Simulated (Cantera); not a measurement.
What does this Cantera script print?

```python
import numpy as np
import cantera as ct

surf = ct.Interface("diamond.yaml", "diamond_100")
gas, bulk = surf.adjacent["gas"], surf.adjacent["diamond"]
k = surf.kinetics_species_index(bulk.species_names[0])
cover = ["c6HH", "c6H*", "c6*H", "c6**", "c6HM", "c6B"]

rows, drift = [], 0.0
print(f"{'xH':>10s}{'um/h':>11s}" + "".join(f"{s:>11s}" for s in cover))
for v in [0.0001, 0.00023, 0.00055, 0.0013, 0.003, 0.007, 0.017, 0.039, 0.091]:
    T, P, xH, xCH3 = 1150, 1600, v, 0.0014
    gas.TPX = T, P, {"H": xH, "CH3": xCH3, "CH4": 0.0034, "H2": 1 - xH - xCH3 - 0.0034}
    surf.TP = bulk.TP = T, P
    surf.coverages = "c6H*:0.1, c6HH:0.9"
    surf.advance_coverages(100.0)
    before = surf.coverages
    surf.advance_coverages(100.0)
    drift = max(drift, np.max(np.abs(surf.coverages - before) / (surf.coverages + 1e-9)))
    rate = surf.net_production_rates[k] * bulk.mean_molecular_weight / bulk.density * 3.6e9
    rows.append([rate, *surf[cover].coverages])
    print(f"{v:10.4g}{rate:11.4e}" + "".join(f"{x:11.3e}" for x in rows[-1][1:]))
```

Output:

```
        xH       um/h       c6HH       c6H*       c6*H       c6**       c6HM        c6B
    0.0001 1.8163e-01  5.875e-01  2.463e-02  3.492e-01  2.786e-03  1.333e-02  4.929e-10
   0.00023 4.5046e-01  5.233e-01  2.832e-02  4.016e-01  6.010e-03  1.642e-02  1.222e-09
   0.00055 1.0021e+00  4.870e-01  3.033e-02  4.300e-01  1.091e-02  1.913e-02  2.719e-09
    0.0013 2.0087e+00  4.700e-01  3.124e-02  4.429e-01  1.594e-02  2.076e-02  5.451e-09
     0.003 3.7732e+00  4.633e-01  3.170e-02  4.493e-01  1.962e-02  2.044e-02  1.024e-08
     0.007 6.7671e+00  4.621e-01  3.206e-02  4.543e-01  2.187e-02  1.769e-02  1.836e-08
     0.017 1.1070e+01  4.642e-01  3.246e-02  4.594e-01  2.318e-02  1.269e-02  3.004e-08
     0.039 1.5084e+01  4.671e-01  3.284e-02  4.636e-01  2.387e-02  7.747e-03  4.093e-08
     0.091 1.8063e+01  4.695e-01  3.324e-02  4.665e-01  2.427e-02  4.025e-03  4.901e-08
```

Cantera simulation using the Harris–Goodwin 1993 mechanism for the reconstructed diamond (100) surface; the numbers are that mechanism's predictions, not measurements.
